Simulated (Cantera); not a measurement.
**MgCO3 + SO3 + CO2 (roasting and sulfation)**

Feed: 1 mol MgCO3, a varied amount of SO3, 0.53 mol CO2, held at 1900 K and 5300 Pa.

These are equilibrium values from Cantera (NASA tables, ideal gas, pure condensed phases), not measurements of a reactor. Candidate condensed phases: C, Mg, MgCO3, MgO, MgS, MgSO4, S; 26 gas species. The numbers say what is thermodynamically allowed, not how fast it happens.

```tsv
n(SO3) (mol)	log p CO2	log p SO2	log p O2	log p CO	log p O	log p SO3	log p SO	log p Mg	n MgO(s)
0.17	-1.35	-2.30	-2.56	-3.33	-4.81	-5.70	-5.26	-8.08	1.00
0.43	-1.43	-1.98	-2.27	-3.56	-4.66	-5.24	-5.09	-8.22	1.00
0.69	-1.50	-1.85	-2.14	-3.69	-4.60	-5.04	-5.02	-8.29	1.00
0.95	-1.56	-1.77	-2.07	-3.79	-4.56	-4.93	-4.98	-8.32	1.00
1.2	-1.62	-1.72	-2.02	-3.87	-4.53	-4.85	-4.95	-8.35	1.00
1.5	-1.67	-1.68	-1.98	-3.94	-4.51	-4.79	-4.93	-8.37	1.00
1.7	-1.70	-1.66	-1.96	-3.99	-4.50	-4.76	-4.92	-8.38	1.000
2	-1.75	-1.63	-1.93	-4.05	-4.49	-4.72	-4.91	-8.39	1.000
2.2	-1.78	-1.62	-1.92	-4.08	-4.48	-4.70	-4.90	-8.40	1.000
2.5	-1.82	-1.60	-1.90	-4.13	-4.48	-4.67	-4.89	-8.41	1.000
2.8	-1.85	-1.59	-1.89	-4.17	-4.47	-4.65	-4.89	-8.41	1.000
3	-1.87	-1.58	-1.88	-4.19	-4.47	-4.64	-4.88	-8.42	1.000
3.3	-1.90	-1.57	-1.87	-4.23	-4.46	-4.63	-4.88	-8.42	1.000
```
log p: log10 of the partial pressure in bar; n: condensed amount in mol.

From 0.17 mol SO3 to 3.3 mol SO3 the condensed part is MgO(s). The main Mg-bearing gas is Mg throughout.
